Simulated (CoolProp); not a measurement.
Computed with CoolProp (reference Helmholtz-energy equation of state, Thol 2018).

Problem. Give the vapour pressure (MPa), liquid density (kg/m³), vapour density (kg/m³), enthalpy of vaporisation (kJ/kg) of saturated hydrogen chloride at 250.2, 308.3 K.

Solution. 
```
T (K)  p (MPa)  liquid density (kg/m³)  vapour density (kg/m³)  enthalpy of vaporisation (kJ/kg)
-----  -------  ----------------------  ----------------------  --------------------------------
250.2     1.35                    1010                    28.3                               359
308.3     5.92                     742                     158                               194
```
